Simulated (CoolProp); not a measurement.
Vapour-liquid equilibrium of R125 (1) + R236FA (2) at -20.55 °C; x and y are mole fractions of (1).

Model: multi-fluid Helmholtz-energy mixture model, Lemmon 2005 and Pan 2012; pair parameters Bell 2016, in CoolProp.

| x | bubble pressure (kPa) | y at the bubble point | dew pressure at overall composition x (kPa) | liquid density (mol/L) |
|---|---|---|---|---|
| 0.05 | 56.65 | 0.280 | 44.56 | ___ |
| 0.125 | 77.68 | 0.510 | 47.90 | ___ |
| 0.2 | 98.68 | 0.643 | 51.78 | 10.25 |
| 0.275 | 119.7 | 0.729 | 56.34 | 10.38 |
| 0.35 | 140.7 | 0.791 | 61.77 | 10.52 |
| 0.425 | 161.8 | 0.837 | 68.34 | 10.66 |
| 0.5 | 183.1 | 0.872 | 76.46 | 10.80 |
| 0.575 | ___ | 0.901 | 86.75 | 10.94 |
| 0.65 | 226.0 | ___ | 100.2 | 11.08 |
| 0.725 | 247.8 | 0.945 | 118.4 | 11.22 |
| 0.8 | 269.8 | 0.963 | 144.6 | 11.37 |
| 0.875 | ___ | ___ | 184.8 | 11.51 |
| 0.95 | 315.0 | 0.992 | ___ | 11.65 |

Some entries are withheld; supply them.


- 0.05, liquid density (mol/L): 9.980
- 0.125, liquid density (mol/L): 10.11
- 0.575, bubble pressure (kPa): 204.4
- 0.65, y at the bubble point: 0.925
- 0.875, bubble pressure (kPa): 292.2
- 0.875, y at the bubble point: 0.978
- 0.95, dew pressure at overall composition x (kPa): 253.3

No azeotrope shows between x = 0.05 and 0.95.

The pair parameters rest on a limited set of measurements; away from them the model extrapolates.
